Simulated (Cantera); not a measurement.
# Gas-phase reforming

A perfectly stirred reactor is fed with CH4 : H2O : H2 = 1 : 0.48 : 0.12 (molar parts), at 62000 Pa; it is held at 1523 K, and followed from long to short residence time.

Detailed kinetics in Cantera: GRI-Mech 3.0 (53 species, 325 reactions). GRI-Mech 3.0 stops at C3 and has no aromatics, soot or wall deposition, so with more carbon than oxygen in the feed, carbon stays in small species such as C2H2 where larger ones or solid carbon would form.

```json
[
 {"τ (s)": "3.3", "x CH4": "0.140", "x H2O": "0.169", "x H2": "0.530", "x C2H6": "6.37e-5", "x C2H": "8.63e-9", "x CH3": "9.50e-5", "x CH2CO": "1.73e-5"},
 {"τ (s)": "1.0", "x CH4": "0.226", "x H2O": "0.213", "x H2": "0.433", "x C2H6": "0.000144", "x C2H": "7.46e-9", "x CH3": "0.000145", "x CH2CO": "2.10e-5"},
 {"τ (s)": "0.31", "x CH4": "0.351", "x H2O": "0.247", "x H2": "0.316", "x C2H6": "0.000346", "x C2H": "5.18e-9", "x CH3": "0.000219", "x CH2CO": "1.90e-5"},
 {"τ (s)": "0.095", "x CH4": "0.477", "x H2O": "0.273", "x H2": "0.202", "x C2H6": "0.000709", "x C2H": "2.73e-9", "x CH3": "0.000304", "x CH2CO": "1.23e-5"},
 {"τ (s)": "0.029", "x CH4": "0.564", "x H2O": "0.290", "x H2": "0.125", "x C2H6": "0.00109", "x C2H": "9.33e-10", "x CH3": "0.000369", "x CH2CO": "4.52e-6"},
 {"τ (s)": "0.0090", "x CH4": "0.606", "x H2O": "0.298", "x H2": "0.0894", "x C2H6": "0.00115", "x C2H": "1.59e-10", "x CH3": "0.000382", "x CH2CO": "6.60e-7"},
 {"τ (s)": "0.0027", "x CH4": "0.620", "x H2O": "0.300", "x H2": "0.0781", "x C2H6": "0.000752", "x C2H": "9.32e-12", "x CH3": "0.000328", "x CH2CO": "2.26e-8"},
 {"τ (s)": "0.00084", "x CH4": "0.624", "x H2O": "0.300", "x H2": "0.0757", "x C2H6": "0.000285", "x C2H": "<1e-12", "x CH3": "0.000239", "x CH2CO": "2.48e-10"},
 {"τ (s)": "0.00026", "x CH4": "0.625", "x H2O": "0.300", "x H2": "0.0752", "x C2H6": "6.02e-5", "x C2H": "<1e-12", "x CH3": "0.000155", "x CH2CO": "1.48e-12"}
]
```
x: mole fraction; the columns are a selection and need not sum to one.
